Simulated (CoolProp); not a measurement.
50 sccm (0 °C, 1 atm) of nitrogen bubbles through liquid water at 313.2 K and leaves saturated at a total pressure of 0.15 MPa (ideal gas phase). Each further row changes one setting.

The numbers come from the reference Helmholtz-energy equation of state, Wagner 2002 in CoolProp.

```
case                      vapour pressure (kPa)  mole fraction of vapour  delivery (mg/min)  delivery (sccm)  change of delivery for a bath 1 K warmer (%)
------------------------  ---------------------  -----------------------  -----------------  ---------------  --------------------------------------------
as stated                                  7.40                   0.0494                [?]              [?]                                           5.8
bath temperature 318.2 K                   9.62                      [?]               2.75             3.43                                           5.6
total pressure 0.3 MPa                     7.40                   0.0247               1.02              [?]                                           5.6
```

Task: Complete the blanks.

Result: 
- as stated, delivery (mg/min): 2.09
- as stated, delivery (sccm): 2.60
- bath temperature 318.2 K, mole fraction of vapour: 0.0641
- total pressure 0.3 MPa, delivery (sccm): 1.27
